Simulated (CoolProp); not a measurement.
Vapour-liquid equilibrium of R125 (1) + n-butane (2) at -22.85 °C; x and y are mole fractions of (1).

Model: multi-fluid Helmholtz-energy mixture model, Lemmon 2005 and Bücker 2006; pair parameters Bell 2016, in CoolProp.

```
x     bubble pressure, mixture model (MPa)  bubble pressure, Raoult's law (MPa)  y, mixture model  y, Raoult's law
----  ------------------------------------  -----------------------------------  ----------------  ---------------
0.05                                0.1042                              0.05286             0.626            0.286
0.2                                 0.2153                              0.09232             0.831            0.656
0.35                                0.2556                               0.1318             0.865            0.804
0.5                                 0.2689                               0.1713             0.877            0.884
0.65                                0.2766                               0.2107             0.886            0.934
0.8                                 0.2871                               0.2502             0.906            0.968
0.95                                0.3000                               0.2897             0.963            0.993
```

The largest gap from Raoult's law is +133.2 % in bubble pressure, at x = 0.2. No azeotrope shows between x = 0.05 and 0.95.

The pair parameters rest on a limited set of measurements; away from them the model extrapolates. With so large a gap from Raoult's law the liquid may split in two, which this calculation doesn't test in full.
